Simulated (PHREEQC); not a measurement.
Consider water at 20 °C with 0.002 mol NiSO4, 4.9e-05 mol MgSO4, 9.2e-05 mol H2SO4 and 0.26 mol Na2SO4 per kg of water. It is in equilibrium with CO2 at log p = -1 (atm). Otherwise closed; pH follows from the charge balance.

Model: ion-association model, wateq4f.dat, run in PHREEQC.

Precipitation was switched off in this run.

Problem. Predict the pH, activity of water, ionic strength.

Solution. pH 4.38; activity of water 0.988; ionic strength 0.628 mol/kgw.

Problem. In which forms is C present?

Solution. CO2 98 %, HCO3- 1.6 % of the C.
